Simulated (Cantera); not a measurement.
Mixture: H2 : O2 : N2 = 1 : 0.847 : 3.19 (molar parts), equivalence ratio 0.59, at 14.0 bar, adiabatic and at constant pressure. Ignition delay is the time to a rise of 400 K.

Computed with Cantera and the H2/O2 subset of GRI-Mech 3.0, which has no nitrogen chemistry. The hydrogen kinetics of GRI-Mech 3.0 are dated; newer H2 mechanisms differ, most at raised pressure. The pressure lies above the range GRI-Mech 3.0 was tuned for (to about 10 atm).

### Question
Predict: delay at 950 K; delay at 1000 K; delay at 1050 K; delay at 1100 K; delay at 1150 K; delay at 1200 K; delay at 1250 K; apparent activation energy between 1150 and 1250 K.

### Answer
```json
{
 "delay at 950 K": "32.5 ms",
 "delay at 1000 K": "9.77 ms",
 "delay at 1050 K": "3.18 ms",
 "delay at 1100 K": "1.08 ms",
 "delay at 1150 K": "0.372 ms",
 "delay at 1200 K": "0.119 ms",
 "delay at 1250 K": "29.5 µs",
 "apparent activation energy between 1150 and 1250 K": "300 kJ/mol"
}
```
